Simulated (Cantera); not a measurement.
Input (Python, Cantera):

```python
import numpy as np
import cantera as ct

gas = ct.Solution("h2o2.yaml")
gas.TPX = 475, 12000, {'H2': 1, 'O2': 0.385, 'N2': 1.38}
flame = ct.FreeFlame(gas, width=0.18)
flame.set_refine_criteria(ratio=3, slope=0.08, curve=0.16)
flame.transport_model = "mixture-averaged"
flame.solve(loglevel=0, auto=True)
z, T = flame.grid, flame.T
thick = (T[-1] - T[0]) / np.gradient(T, z).max()
show = ['H2', 'O2', 'O', 'H2O', 'OH', 'H2O2']
print(f"laminar burning velocity  {flame.velocity[0] * 100:.3f} cm/s")
print(f"burnt temperature         {T[-1]:.1f} K")
print(f"thermal thickness         {thick * 1e3:.4f} mm")
print(f"grid points               {len(z)}")
z0 = z[flame.heat_release_rate.argmax()]
print(f"{'z/mm':>9s}{'T/K':>9s}{'u/(m/s)':>9s}" + "".join(f"{s:>11s}" for s in show))
rows = []
for k in (-3, -2, -1.5, -1, -0.5, -0.25, 0, 0.25, 0.5, 1, 2, 4, 8):
    zz = z0 + k * thick
    rows.append([k * thick, np.interp(zz, z, T), np.interp(zz, z, flame.velocity),
                 *(np.interp(zz, z, flame.X[gas.species_index(s)]) for s in show)])
    print(f"{rows[-1][0] * 1e3:9.3f}{rows[-1][1]:9.1f}{rows[-1][2]:9.3f}" + "".join(f"{x:11.3e}" for x in rows[-1][3:]))
```

Result:

```
laminar burning velocity  455.405 cm/s
burnt temperature         2399.4 K
thermal thickness         6.6226 mm
grid points               139
     z/mm      T/K  u/(m/s)         H2         O2          O        H2O         OH       H2O2
  -19.868    475.0    4.554  3.617e-01  1.392e-01  2.093e-19  2.149e-15  2.929e-21  7.240e-17
  -13.245    475.0    4.554  3.617e-01  1.392e-01  8.302e-16  2.175e-14  1.225e-17  1.330e-16
   -9.934    475.0    4.554  3.617e-01  1.392e-01  1.039e-13  2.148e-12  1.655e-15  9.459e-15
   -6.623    475.0    4.554  3.617e-01  1.392e-01  6.432e-11  1.528e-09  3.205e-12  1.104e-11
   -3.311    480.3    4.600  3.606e-01  1.392e-01  3.643e-06  2.411e-04  2.300e-05  1.087e-06
   -1.656    639.2    6.040  3.361e-01  1.352e-01  1.494e-04  1.289e-02  4.200e-04  3.268e-06
    0.000   1079.5    9.875  1.887e-01  8.569e-02  6.451e-03  1.188e-01  2.655e-03  4.645e-07
    1.656   1358.7   12.284  8.312e-02  2.279e-02  1.075e-02  2.336e-01  6.821e-03  5.664e-07
    3.311   1471.0   13.207  7.834e-02  1.600e-02  1.059e-02  2.467e-01  8.765e-03  4.869e-07
    6.623   1599.7   14.235  8.332e-02  1.387e-02  1.003e-02  2.520e-01  1.090e-02  3.328e-07
   13.245   1746.4   15.371  8.811e-02  1.159e-02  8.824e-03  2.590e-01  1.297e-02  1.848e-07
   26.490   1901.2   16.532  9.151e-02  9.062e-03  7.074e-03  2.680e-01  1.441e-02  9.552e-08
   52.980   2053.0   17.634  9.335e-02  6.529e-03  5.093e-03  2.785e-01  1.469e-02  5.179e-08
```

Computed with Cantera and the H2/O2 subset of GRI-Mech 3.0, which has no nitrogen chemistry. Burning velocities carry a grid error of a few per cent, more on coarse grids.
